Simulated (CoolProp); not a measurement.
The numbers come from the reference Helmholtz-energy equation of state, Lemmon 2006 in CoolProp. It is a short technical equation, of lower accuracy than the large ones.

Task: For isohexane, give the phase and the cv (kJ/(kg K)), Joule-Thomson coefficient (K/MPa) at 283.9 K and 0.00812 MPa; 283.9 K and 0.0137 MPa; 283.9 K and 0.188 MPa.

Result: 
- 283.9 K and 0.00812 MPa: gas; cv 1.49, Joule-Thomson coefficient 53.8
- 283.9 K and 0.0137 MPa: gas; cv 1.49, Joule-Thomson coefficient 54.2
- 283.9 K and 0.188 MPa: liquid; cv 1.67, Joule-Thomson coefficient -0.428
